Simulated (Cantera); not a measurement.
What does this Cantera script print?

```python
import numpy as np
import cantera as ct

gas_names = """
    F F2 H HF H2 H2F2 H3F3 H4F4 H5F5 H6F6 H7F7 N NF NF2 NF3 NH NH2 NH3 N2 N2H2 N2H4 Si SiF SiF2 SiF3
    SiF4 SiH SiHF3 SiH2 SiH2F2 SiH3 SiH3F SiH4 SiN Si2 Si2N Si3
""".split()
cond_names = """
    Si(cr) Si(L) Si3N4(a)
""".split()


# ... load() reads the species with a 1 bar reference pressure and builds the phases ...
atoms = {
    'Si': {'Si': 1},
    'HF': {'H': 1, 'F': 1},
    'N2': {'N': 2},
}
top_T = {'Si3N4(a)': 2400}  # K; cautious upper limits of use, not melting points


# ... equilibrate(T, P, feed) seeds the gas with the atoms and calls Mixture.equilibrate('TP', solver="vcs", rtol=1e-11, max_steps=5000) ...
results = []
feed = {'Si': 1, 'HF': 5, 'N2': 0.11}  # mol
T = 1048  # K
P = 10000  # Pa
mix = equilibrate(T, P, feed)
results.append((T, P, feed, dict(zip(mix.species_names, mix.species_moles))))
x = sorted(zip(gas.X, gas.species_names), reverse=True)
print(f"T = {T:g} K  P = {P:g} Pa  gas = {mix.phase_moles(0):.4g} mol")
print("   x: " + "  ".join(f"{s} {v:.3e}" for v, s in x if v > 1e-05))
print("   condensed (mol): " + ("  ".join(f"{mix.phase(i).name} {mix.phase_moles(i):.4g}"
      for i in range(1, mix.n_phases) if mix.phase_moles(i) > 1e-12) or "none"))
```

It prints:

```
T = 1048 K  P = 10000 Pa  gas = 4.11 mol
   x: H2 4.866e-01  HF 2.433e-01  SiF4 2.433e-01  N2 2.676e-02
   condensed (mol): none
```

Method: chemical equilibrium by Gibbs-energy minimisation in Cantera with the NASA 1993 tables (ideal gas, pure condensed phases).
